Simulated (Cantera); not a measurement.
Input: 1 mol Ta, 1.9 mol CH4, held at 1200 Pa.

Equilibrium computed with Cantera from the NASA thermochemical tables; the gas is ideal and each condensed phase is pure. Candidate condensed phases: C, C6H6, C7H8, C8H18, Ta, TaC; 77 gas species. TaC: taken at fixed stoichiometry. Condensed phases not in the tables: Ta2C. The numbers say what is thermodynamically allowed, not how fast it happens. All values below are at 2002 °C.

Base state: H2 0.922, H 0.0744, C2H2 (acetylene) 0.00351, C2H 1.20e-5 (mole fractions); condensed: C(graphite) + TaC(s).

Q: What changes in the equilibrium state with this change: Ta replaced by Ta(OEt)5?

A: 
```
species            before    after
----------------  -------  -------
H2                  0.922    0.705
CO                      0    0.227
H                  0.0744   0.0651
C2H2 (acetylene)  0.00351  0.00269
C2H               1.20e-5  1.05e-5
C(graphite), mol    0.872     5.78
TaC(s), mol          1.00     1.00
```
The feed counts by its element totals alone. Further candidate phases: H2O, Ta2O5.
